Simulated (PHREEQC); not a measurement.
Solution (25 °C): 0.0019 mol/kgw H3PO4. It is in equilibrium with CO2 at log p = -3.4 (atm). Otherwise closed; pH follows from the charge balance.

Computed with PHREEQC (ion-association model, phreeqc.dat).

This is a speciation only: nothing precipitates in the calculation.

Estimate the pH, specific conductance, ionic strength.

pH 2.82; specific conductance 580 µS/cm; ionic strength 0.00157 mol/kgw.

In which forms is P present?

H2PO4- 83 %, H3PO4 17 % of the P.
